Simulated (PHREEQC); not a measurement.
Synthetic water in mg/L, 30 °C, pH 3.11, pe 11.1: Na 238; K 0.474; Ca 75.5; Mg 27.9; Cl 36.1; S(6) as SO4 945; Zn 0.432; Sr 2.01; Si as SiO2 0.209.

Valence states are taken as typed.

All values are PHREEQC results (ion-association model, phreeqc.dat), not measurements.

This is a speciation only: nothing precipitates in the calculation.

Q: What ionic strength, charge-balance error, specific conductance does the model give?

A: ionic strength 0.0267 mol/kgw; charge-balance error -8.7 %; specific conductance 2310 µS/cm.

Q: In which forms is Mg present?

A: Mg+2 61 %, MgSO4 39 % of the Mg.

Species that the database lacks are ignored.
